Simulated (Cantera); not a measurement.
A freely propagating, adiabatic, planar premixed flame of H2 : O2 : N2 = 1 : 0.82 : 2.13 (molar parts), equivalence ratio 0.61, unburnt at 400 K and 0.560 bar; mixture-averaged transport, grid criteria slope 0.08 and curve 0.16, no radiation.

Computed with Cantera and the H2/O2 subset of GRI-Mech 3.0, which has no nitrogen chemistry. Burning velocities carry a grid error of a few per cent, more on coarse grids. Lean hydrogen flames are cellular in practice and burn faster than this planar one.

Task: How do the results move with these cheaper or finer settings: unity-Lewis-number transport; multicomponent transport; multicomponent+Soret transport; grid criteria slope 0.5, curve 1; grid criteria slope 0.25, curve 0.5; grid criteria slope 0.03, curve 0.06?

Result: 
| setting | laminar burning velocity | thermal thickness | peak x(H) | peak x(OH) | grid points |
|---|---|---|---|---|---|
| as above | 305 cm/s | 0.701 mm | 0.0329 | 0.0181 | 110 |
| unity-Lewis-number transport | 239 cm/s | 0.525 mm | 0.0434 | 0.0189 | 105 |
| multicomponent transport | 301 cm/s | 0.694 mm | 0.0327 | 0.0181 | 110 |
| multicomponent+Soret transport | 275 cm/s | 0.682 mm | 0.0305 | 0.0178 | 110 |
| grid criteria slope 0.5, curve 1 | 363 cm/s | 0.857 mm | 0.0362 | 0.0177 | 32 |
| grid criteria slope 0.25, curve 0.5 | 321 cm/s | 0.741 mm | 0.0336 | 0.0179 | 52 |
| grid criteria slope 0.03, curve 0.06 | 302 cm/s | 0.692 mm | 0.0327 | 0.0182 | 246 |
Unity Lewis numbers drop preferential diffusion, which matters most where H2 and H carry the flame; Soret adds thermal diffusion.
